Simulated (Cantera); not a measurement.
Input: 1 mol Si, 1.4 mol HBr, 17 mol H2, at 873 K and 7.05 Torr.

Cantera equilibrium calculation (NASA polynomials, part measured and part estimated; ideal gas, pure solids and liquids). Candidate condensed phases: Br2, Si; 19 gas species. The tables' values for SiBr3 are old estimates; treat these amounts as uncertain. Equilibrium is a limit: real reactors are often held back by kinetics, nucleation or transport.

Base state: H2 0.969, SiBr4 0.0147, HBr 0.0144, SiHBr3 0.00119, SiBr2 0.000158, SiBr3 5.54e-5, SiH2Br2 4.54e-5 (mole fractions); condensed: Si(s).

Task: What changes in the equilibrium state with this change: pressure from 7.05 Torr to 750 Torr?

Result: 
```tsv
species	before	after
H2	0.969	0.976
SiBr4	0.0147	0.0151
HBr	0.0144	0.00452
SiHBr3	0.00119	0.00392
SiH3Br	6.11e-7	2.06e-5
SiH2Br2	4.54e-5	0.000477
SiBr2	0.000158	1.55e-5
SiBr3	5.54e-5	1.76e-5
Si(s), mol	0.708	0.648
```

Task: What changes in the equilibrium state with this change: pressure from 7.05 Torr to 0.278 Torr?

Result: 
```
species       before     after
----------  --------  --------
H2             0.969     0.958
HBr           0.0144    0.0299
SiBr4         0.0147    0.0110
SiH2Br2      4.54e-5   7.71e-6
SiBr2       0.000158  0.000689
Si(s), mol     0.708     0.777
```
